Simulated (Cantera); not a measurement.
Input (Python, Cantera) and output of one run.

```python
import numpy as np
import cantera as ct

gas_names = [...]  # 95 gases of nasa_gas.yaml made of C, F, H
cond_names = """
    C(gr) C6H6(L) C7H8(L) C8H18(L),n-octa
""".split()


# ... load() reads the species with a 1 bar reference pressure and builds the phases ...
atoms = {
    'CHF3': {'C': 1, 'H': 1, 'F': 3},
    'CH4': {'C': 1, 'H': 4},
}
top_T = {'C(gr)': 4500}  # K; cautious upper limits of use, not melting points


# ... equilibrate(T, P, feed) seeds the gas with the atoms and calls Mixture.equilibrate('TP', solver="vcs", rtol=1e-11, max_steps=5000) ...
results = []
feed = {'CHF3': 1, 'CH4': 0.036}  # mol
T = 1425  # K
P = 81  # Pa
mix = equilibrate(T, P, feed)
results.append((T, P, feed, dict(zip(mix.species_names, mix.species_moles))))
print(gas.report(threshold=0.001))
for i in range(1, mix.n_phases):
    print(f"{mix.phase(i).name:16s} {mix.phase_moles(i):12.5e} mol")
```

It prints:

```
       temperature   1425 K
          pressure   81 Pa
           density   0.00027087 kg/m^3
  mean mol. weight   39.622 kg/kmol
   phase of matter   gas

                          1 kg             1 kmol
                     ---------------   ---------------
          enthalpy       -1.0324e+07       -4.0906e+08  J
   internal energy       -1.0623e+07       -4.2091e+08  J
           entropy            8465.5        3.3542e+05  J/K
    Gibbs function       -2.2387e+07       -8.8702e+08  J
 heat capacity c_p            1323.3             52431  J/K
 heat capacity c_v            1113.4             44116  J/K

                      mass frac. Y      mole frac. X     chem. pot. / RT
                     ---------------   ---------------   ---------------
               CF4           0.64043           0.28834           -126.12
                HF           0.35917           0.71131           -54.097
     [  +93 minor]        0.00040029        0.00035542

C(gr)             5.71821e-01 mol
```

Method: chemical equilibrium by Gibbs-energy minimisation in Cantera with the NASA 1993 tables (ideal gas, pure condensed phases). Gases not in the tables: C2F6 and larger saturated fluorocarbons.
